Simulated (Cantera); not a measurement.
Feed: 1 mol TEOS, 0.39 mol O2, 0.19 mol H2, equilibrated at 22.0 Pa.

Equilibrium computed with Cantera from the NASA thermochemical tables; the gas is ideal and each condensed phase is pure. Candidate condensed phases: C, C6H6, C7H8, C8H18, H2O, Si, SiC, SiO2; 123 gas species. The feed counts by its element totals alone. Kinetics and transport are ignored.

At 1475 °C, list the 5 most abundant gas species with their mole fractions, and the condensed phases.

H2 0.670, CO 0.316, H 0.0126, SiO 0.00150, Si 0.000125. Condensed: C(graphite) + SiC(s).
